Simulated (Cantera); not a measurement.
A jet of CH4 : O2 : N2 = 0.022 : 0.17 : 0.79 (molar parts), equivalence ratio 0.26 at 300 K and 0.240 bar hits a platinum plate 2.4 cm away at a mass flux of 0.071 kg/m²/s; the plate temperature is set and raised in steps from an oxygen-covered start.

Model: Deutschmann's 1995 Pt surface mechanism with GRI-Mech 3.0 gas chemistry, integrated in Cantera. Catalytic surfaces can have several steady states; this one follows from the mechanism file's or the stated starting coverage.

One state of this run: wall x CH4 = 0.0127; wall x O2 = 0.152; wall x H2O = 0.0181; wall x OH = 5.58e-8; wall x CO = 5.50e-6; wall x CO2 = 0.0118; θ free Pt = 0.194; θ O* = 0.804; θ OH* = 0.00142. x: mole fraction at the wall; θ: surface coverage.

Problem. Which value of plate T (K) does it belong to?
A) 1250
B) 1150
C) 1100
D) 950

Solution. D, 950
